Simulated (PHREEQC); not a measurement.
A column of 0.5 m (30 cells, dispersivity 0.018 m, 3600 s a shift, diffusion coefficient 3e-10 m²/s) holds 0.0027 eq of the database's cation exchanger X per kg of pore water, first in equilibrium with 1.6 mmol/kgw CdCl2 and 0.01 mmol/kgw HCl. It is flushed with 0.0062 mol KCl and 1e-05 mol HCl per kg of water, at 25 °C. Values are for the last cell. CO2 from the air is kept out. Nothing may precipitate in this run.

Base run: PHREEQC, ion-association model, phreeqc.dat. Each further column changes one thing. The table gives K in solution (mol/kgw).

| pore volumes | base | exchange capacity from 0.0027 to 0.0014 eq/kgw | dispersivity from 0.018 to 0.036 m |
|---|---|---|---|
| 0 | 0 | 0 | 0 |
| 0.2167 | 0 | 0 | 1.59e-9 |
| 0.5167 | 1.17e-5 | 2.35e-5 | (withheld) |
| 0.7167 | 0.000313 | (withheld) | 0.000787 |
| 0.9167 | 0.00135 | 0.00182 | 0.00188 |
| 1.217 | 0.00335 | 0.00398 | 0.00346 |
| 1.417 | 0.00428 | 0.00485 | 0.00422 |
| 1.617 | 0.00486 | (withheld) | (withheld) |
| 1.817 | 0.00522 | 0.00562 | 0.00510 |
| 2.117 | 0.00553 | 0.00584 | (withheld) |
| 2.317 | 0.00565 | 0.00592 | (withheld) |
| 2.517 | 0.00574 | 0.00597 | 0.00568 |
| 2.817 | 0.00584 | 0.00603 | 0.00579 |
| 3.017 | 0.00589 | (withheld) | 0.00585 |

Task: Fill in the missing entries.

Result: 
- 0.5167, dispersivity from 0.018 to 0.036 m: 0.000129
- 0.7167, exchange capacity from 0.0027 to 0.0014 eq/kgw: 0.000487
- 1.617, exchange capacity from 0.0027 to 0.0014 eq/kgw: 0.00535
- 1.617, dispersivity from 0.018 to 0.036 m: 0.00475
- 2.117, dispersivity from 0.018 to 0.036 m: 0.00544
- 2.317, dispersivity from 0.018 to 0.036 m: 0.00558
- 3.017, exchange capacity from 0.0027 to 0.0014 eq/kgw: 0.00606
